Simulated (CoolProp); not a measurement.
Octamethylcyclotetrasiloxane (D4) at several states: density (kg/m³) from the reference equation and from simpler models built on Tc = 313.4 °C, pc = 1347 kPa, ω = 0.598; each cubic takes its own stable root.

Model: reference Helmholtz-energy equation of state, Thol 2015, in CoolProp.

```csv
T (°C),p (kPa),phase,reference
154.15,6730,liquid,819.1
254.55,359,gas,28.91
161.75,1210,liquid,789.8
```

**Question.** How far does each simpler model (van der Waals, Redlich-Kwong, Peng-Robinson) lie from the reference over these 3 states: mean and median of the absolute difference, and the worst?

**Answer.** 
- van der Waals: mean 27.8 %, median 36.8 %, worst -41.1 % at 161.75 °C and 1210 kPa
- Redlich-Kwong: mean 10.3 %, median 11.9 %, worst -16.2 % at 161.75 °C and 1210 kPa
- Peng-Robinson: mean 2.6 %, median 3.1 %, worst +4.1 % at 154.15 °C and 6730 kPa
